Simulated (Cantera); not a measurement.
A perfectly stirred reactor is fed with CH₄ : C₂H₆ : O₂ : N₂ = 1 : 1.2 : 12.4 : 73.2 (molar parts), at 173 Torr; it is adiabatic with a 725 K inlet, and is followed from long to short residence time, starting on the burning branch (τ in s: 0.022, 0.012, 0.0066, 0.0036, 0.0019, 0.0011, 0.00057, 0.00031, 0.00017, 9.2e-05).

Cantera simulation using GRI-Mech 3.0 (53 species, 325 reactions); the numbers are that mechanism's predictions, not measurements.

**Question.** Predict: blow-out, bracketed by the residence times tried; x(CH₄) at τ = 22.0 ms; x(C₂H₆) at τ = 22.0 ms; x(O₂) at τ = 22.0 ms; x(H₂O₂) at τ = 22.0 ms; x(CH₄) at τ = 1.10 ms; x(C₂H₆) at τ = 1.10 ms; x(O₂) at τ = 1.10 ms.

**Answer.** blow-out, bracketed by the residence times tried: burning at 1.90 ms, out at 1.10 ms
x(CH₄) at τ = 22.0 ms: 2.19e-5
x(C₂H₆) at τ = 22.0 ms: 6.32e-6
x(O₂) at τ = 22.0 ms: 0.0705
x(H₂O₂) at τ = 22.0 ms: 1.62e-7
x(CH₄) at τ = 1.10 ms: 0.0114
x(C₂H₆) at τ = 1.10 ms: 0.0137
x(O₂) at τ = 1.10 ms: 0.141
